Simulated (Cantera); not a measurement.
## Equilibrium for silicon nitride deposition: SiH2Cl2 + NH3

Input: 1 mol SiH2Cl2, 9.5 mol NH3, equilibrated at 1750 K and 0.000390 bar.

Equilibrium computed with Cantera from the NASA thermochemical tables; the gas is ideal and each condensed phase is pure. Candidate condensed phases: NH4Cl, Si, Si3N4; 28 gas species. The tables' values for SiCl, SiN, SiCl3 are old estimates; treat these amounts as uncertain. Gases not in the tables: Si2H6 and higher silanes. Rates play no part.

| Item | Value |
|---|---|
| x(H2) | 0.685 |
| x(N2) | 0.224 |
| x(HCl) | 0.0591 |
| x(SiCl2) | 0.0169 |
| x(H) | 0.00975 |
| x(Si) | 0.00385 |
| x(Cl) | 0.000649 |
| x(SiCl) | 0.000638 |
| x(SiH) | 8.32e-5 |
| n(Si(l)) | 0.540 mol |
| gas amount | 21.20 mol |
